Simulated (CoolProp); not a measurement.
A single-stage vapour-compression cycle with carbon dioxide: evaporating at 253.15 K (dew point), condensing at 277.15 K (bubble point), superheat 2 K, subcooling 8 K, compressor efficiency 0.8, no pressure losses. Each further row changes one setting.

Values from CoolProp's reference Helmholtz-energy equation of state, Span 1996.

| case | cooling COP | pressure ratio | discharge temperature (K) | refrigerating effect (kJ/kg) | volumetric capacity (kJ/m³) |
|---|---|---|---|---|---|
| as stated | 7.10 | 1.96 | 307.5 | 250 | 12700 |
| evaporating temperature 258.15 K | 9.36 | 1.69 | … | 249 | 14900 |
| condensing temperature 272.15 K | … | 1.72 | 296.8 | 261 | 13300 |
| subcooling 13 K | 7.43 | 1.96 | 307.5 | 261 | 13300 |
| superheat 12 K | … | 1.96 | 319.5 | 262 | 12300 |
| compressor efficiency 0.7 | 6.21 | 1.96 | … | 250 | 12700 |

Problem. Fill in the missing entries.

Solution. 
- evaporating temperature 258.15 K, discharge temperature (K): 300.6
- condensing temperature 272.15 K, cooling COP: 9.34
- superheat 12 K, cooling COP: 6.90
- compressor efficiency 0.7, discharge temperature (K): 311.5
